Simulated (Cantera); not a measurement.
A closed system holds: 1 mol Si₃N₄, 2.3 mol HCl, 13 mol H₂, equilibrated at 1923 K and 0.0210 Torr.

These are equilibrium values from Cantera (NASA tables, ideal gas, pure condensed phases), not measurements of a reactor. Candidate condensed phases: NH₄Cl, Si, Si₃N₄; 28 gas species. The tables' values for SiCl, SiN are old estimates; treat these amounts as uncertain. The numbers say what is thermodynamically allowed, not how fast it happens.

Base state: H₂ 0.547, H 0.132, Si 0.128, N₂ 0.0921, HCl 0.0769, Cl 0.0139, SiCl₂ 0.00601, SiCl 0.00308 (mole fractions); condensed: gas only.

### Question
What changes in the equilibrium state with this change: pressure from 0.0210 Torr to 33.0 Torr?

### Answer
```json
[
 {"species": "H₂", "before": "0.547", "after": "0.772"},
 {"species": "N₂", "before": "0.0921", "after": "0.115"},
 {"species": "HCl", "before": "0.0769", "after": "0.0837"},
 {"species": "H", "before": "0.132", "after": "0.00395"},
 {"species": "Si", "before": "0.128", "after": "0.000386"},
 {"species": "Cl", "before": "0.0139", "after": "0.000322"},
 {"species": "SiCl₂", "before": "0.00601", "after": "0.0239"},
 {"species": "SiCl₃", "before": "1.01e-6", "after": "0.000145"},
 {"species": "Si₂", "before": "0.000231", "after": "3.29e-6"},
 {"species": "Si₃", "before": "1.09e-5", "after": "7.34e-7"},
 {"species": "SiCl", "before": "0.00308", "after": "0.000337"},
 {"species": "SiN", "before": "6.48e-5", "after": "8.66e-6"},
 {"species": "Si(l), mol", "before": "0", "after": "2.57"}
]
```
The tables' values for SiCl, SiCl₃ are old estimates; treat these amounts as uncertain. Gases not in the tables: Si₂H₆ and higher silanes.
